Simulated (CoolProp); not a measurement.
Saturation properties of octamethylcyclotetrasiloxane (D4) (Tc = 586.5 K, pc = 1347 kPa, ω = 0.598).

Values from CoolProp's reference Helmholtz-energy equation of state, Thol 2015.

```
T (K)  p (kPa)  liquid density (kg/m³)  vapour density (kg/m³)  enthalpy of vaporisation (kJ/kg)  liquid cp (kJ/(kg K))
-----  -------  ----------------------  ----------------------  --------------------------------  ---------------------
364.7    6.105                   873.3                  0.6028                             161.6                  1.797
367.5    6.893                   869.9                  0.6760                             160.6                  1.804
370.3    7.763                   866.6                  0.7564                             159.7                  1.810
373.1    8.723                   863.2                  0.8444                             158.7                  1.816
375.9    9.779                   859.8                  0.9406                             157.7                  1.822
378.7    10.94                   856.4                   1.046                             156.7                  1.828
381.5    12.21                   853.0                   1.160                             155.7                  1.834
384.3    13.59                   849.6                   1.284                             154.7                  1.841
387.1    15.11                   846.1                   1.419                             153.7                  1.847
389.9    16.76                   842.7                   1.565                             152.8                  1.854
392.7    18.55                   839.2                   1.723                             151.8                  1.860
395.5    20.50                   835.7                   1.893                             150.8                  1.866
398.3    22.61                   832.2                   2.077                             149.8                  1.873
401.1    24.89                   828.7                   2.275                             148.8                  1.879
403.9    27.35                   825.1                   2.488                             147.8                  1.886
```

It boils at 448.9 K under 1 atm.
